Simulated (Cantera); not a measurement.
Feed: 1 mol TiO₂, 1.1 mol CH₄, 0.021 mol CO, 5.6 mol C, held at 1100 °C and 0.0100 bar.

These are equilibrium values from Cantera (NASA tables, ideal gas, pure condensed phases), not measurements of a reactor. Candidate condensed phases: C, C₆H₆, C₇H₈, C₈H₁₈, H₂O, Ti, TiC, TiO, TiO₂, Ti₂O₃, Ti₃O₅, Ti₄O₇; 113 gas species. TiC: taken at fixed stoichiometry. Rates play no part.

Base state: H₂ 0.521, CO 0.479, H 2.40e-5, CH₄ 1.37e-5, H₂O 1.17e-5 (mole fractions); condensed: C(graphite) + TiC(s).

Task: What changes in the equilibrium state with this change: TiO₂ replaced by SiO₂?

Result: 
```csv
species,before,after
H₂,0.521,0.755
CO,0.479,0.245
SiO,0,0.000268
CH₄,1.37e-5,2.87e-5
H₂O,1.17e-5,8.65e-6
H,2.40e-5,2.89e-5
"C(graphite), mol",3.70,5.66
"TiC(s), mol",1.00,0
"SiC(s), mol",0,0.345
"SiO₂(β-quartz), mol",0,0.654
```
Mutual solubility and eutectic melting of coexisting phases are not modelled. The tables hold silica as quartz up to 1696 K and as liquid above; real silica turns to tridymite and cristobalite and melts near 1996 K. Further candidate phases: Si, SiC, SiO₂.

Task: What changes in the equilibrium state with this change: temperature from 1100 °C to 952 °C?

Result: 
| species | before | after |
|---|---|---|
| H₂ | 0.521 | 0.757 |
| CO | 0.479 | 0.243 |
| CH₄ | 1.37e-5 | 7.53e-5 |
| H | 2.40e-5 | 2.71e-6 |
| H₂O | 1.17e-5 | 3.61e-5 |
| C(graphite), mol | 3.70 | 5.81 |
| TiC(s), mol | 1.00 | 0.210 |
| Ti₃O₅(s), mol | 0 | 0.263 |
Mutual solubility and eutectic melting of coexisting phases are not modelled.
